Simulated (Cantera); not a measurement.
Premixed flame

A freely propagating, adiabatic, planar premixed flame of 40.6 % H2, 11.9 % O2, 45.0 % N2, 2.44 % H2O, equivalence ratio 1.7, unburnt at 675 K and 750 Torr; mixture-averaged transport, grid criteria slope 0.08 and curve 0.16, no radiation.

Model: the H2/O2 subset of GRI-Mech 3.0, which has no nitrogen chemistry, integrated in Cantera. Burning velocities carry a grid error of a few per cent, more on coarse grids.

```
z (mm)  T (K)  u (m/s)   x H2      x O2   x H2O      x OH     x HO2   x H2O2
------  -----  -------  -----  --------  ------  --------  --------  -------
-1.40     675     10.8  0.406     0.119  0.0244     <1e-8     <1e-8    <1e-8
-0.933    675     10.8  0.406     0.119  0.0244     <1e-8     <1e-8    <1e-8
-0.700    675     10.8  0.406     0.119  0.0244     <1e-8     <1e-8    <1e-8
-0.467    675     10.8  0.406     0.119  0.0244     <1e-8   1.20e-6    <1e-8
-0.233    691     11.1  0.403     0.119  0.0253   6.05e-5  0.000219  2.02e-6
-0.117    869     13.7  0.374     0.114  0.0420  0.000637  0.000168  5.94e-6
0        1271     19.4  0.263    0.0729   0.129   0.00319   7.07e-5  2.64e-6
0.117    1554     23.5  0.167    0.0189   0.231   0.00683   1.75e-5  1.61e-6
0.233    1678     25.2  0.149   0.00579   0.258   0.00827   5.11e-6  1.07e-6
0.467    1804     26.8  0.152   0.00297   0.266   0.00924   2.48e-6  6.40e-7
0.933    1939     28.5  0.160   0.00207   0.271   0.00947   1.62e-6  3.48e-7
1.87     2070     30.1  0.167   0.00128   0.277   0.00880   9.99e-7  1.87e-7
3.73     2185     31.5  0.173  0.000680   0.284   0.00730   5.61e-7  1.02e-7
```
x: mole fraction of selected species; z is measured from the peak of heat release.

```json
{
  "laminar_burning_velocity": "1080 cm/s",
  "thermal_thickness": "0.467 mm",
  "peak x(OH)": "0.00950",
  "peak x(HO2)": "0.000244",
  "peak x(H2O2)": "6.08e-6",
  "grid_points": "137"
}
```
